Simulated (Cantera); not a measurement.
What does this Cantera script print?

```python
import numpy as np
import cantera as ct

gas_names = [...]  # 105 gases of nasa_gas.yaml made of C, H, N, Si
cond_names = """
    C(gr) C6H6(L) C7H8(L) C8H18(L),n-octa Si(cr) Si(L) SiC(b) Si3N4(a)
""".split()


# ... load() reads the species with a 1 bar reference pressure and builds the phases ...
atoms = {
    'trisilylamine': {'Si': 3, 'N': 1, 'H': 9},
    'NH3': {'N': 1, 'H': 3},
    'CH4': {'C': 1, 'H': 4},
}
top_T = {'C(gr)': 4500, 'SiC(b)': 3050, 'Si3N4(a)': 2400}  # K; cautious upper limits of use, not melting points


# ... equilibrate(T, P, feed) seeds the gas with the atoms and calls Mixture.equilibrate('TP', solver="vcs", rtol=1e-11, max_steps=5000) ...
results = []
feed = {'trisilylamine': 1, 'NH3': 1.9, 'CH4': 0.42}  # mol
P = 22000  # Pa
for T in [1148, 1248, 1348, 1448, 1548, 1648, 1748, 1848]:
    mix = equilibrate(T, P, feed)
    results.append((T, P, feed, dict(zip(mix.species_names, mix.species_moles))))

top = {s: max(r[3][s] / sum(r[3][g] for g in gas_names) for r in results) for s in gas_names}
cols = sorted((s for s in top if top[s] > 0.0001), key=lambda s: -top[s])[:7]
seen = [c for c in cond_names if any(r[3].get(c, 0) > 1e-12 for r in results)]
print("log10 of partial pressures in bar; condensed amounts in mol")
print(f"{'T/K':>10s}" + "".join(f"{s[:9]:>10s}" for s in cols + seen))
for T, P, feed, n in results:
    ng = sum(n[g] for g in gas_names)
    print(f"{T:10.4g}" + "".join(f"{np.log10(max(n[s] / ng * P / 1e5, 1e-99)):10.3f}" for s in cols)
          + "".join(f"{n.get(c, 0):10.4g}" for c in seen))
```

It prints:

```
log10 of partial pressures in bar; condensed amounts in mol
       T/K        H2        N2         H    Si(cr)     Si(L)    SiC(b)  Si3N4(a)
      1148    -0.658    -8.278    -7.474    0.4051         0    0.4199     0.725
      1248    -0.658    -6.924    -6.659    0.4051         0      0.42     0.725
      1348    -0.658    -5.773    -5.964    0.4051         0      0.42     0.725
      1448    -0.658    -4.785    -5.364    0.4059         0      0.42    0.7247
      1548    -0.658    -3.927    -4.840    0.4116         0      0.42    0.7228
      1648    -0.659    -3.176    -4.380    0.4424         0      0.42    0.7125
      1748    -0.665    -2.435    -3.974         0    0.6135    0.4199    0.6554
      1848    -0.697    -1.724    -3.624         0     1.559    0.4194    0.3404
```

Equilibrium computed with Cantera from the NASA thermochemical tables; the gas is ideal and each condensed phase is pure. The feed counts by its element totals alone. Mutual solubility and eutectic melting of coexisting phases are not modelled. Gases not in the tables: Si2H6 and higher silanes.
